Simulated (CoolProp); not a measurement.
Vapour-liquid equilibrium of R13 (1) + isobutane (2) at 185.8 K; x and y are mole fractions of (1).

Computed with CoolProp (multi-fluid Helmholtz-energy mixture model, Platzer 1990 and Bücker 2006; pair parameters Bell 2016). This equation is an older, rougher fit; its heat capacities, sound speeds and derivatives of the liquid may be far off and weren't checked against measurements.

```
x     bubble pressure, mixture model (bar)  bubble pressure, Raoult's law (bar)  y, mixture model  y, Raoult's law
----  ------------------------------------  -----------------------------------  ----------------  ---------------
0.05                               0.09647                              0.04823             0.877            0.756
0.2                                 0.2839                               0.1558             0.963            0.936
0.35                                0.4015                               0.2633             0.977            0.969
0.5                                 0.4807                               0.3708             0.983            0.983
0.65                                0.5451                               0.4783             0.987            0.991
0.8                                 0.6119                               0.5859             0.992            0.996
0.95                                0.6953                               0.6934             0.998            0.999
```

The largest gap from Raoult's law is +100.0 % in bubble pressure, at x = 0.05. No azeotrope shows between x = 0.05 and 0.95.

Pair parameters are fitted to limited data, so mixtures are less certain than the pure fluids. With so large a gap from Raoult's law the liquid may split in two, which this calculation doesn't test in full.
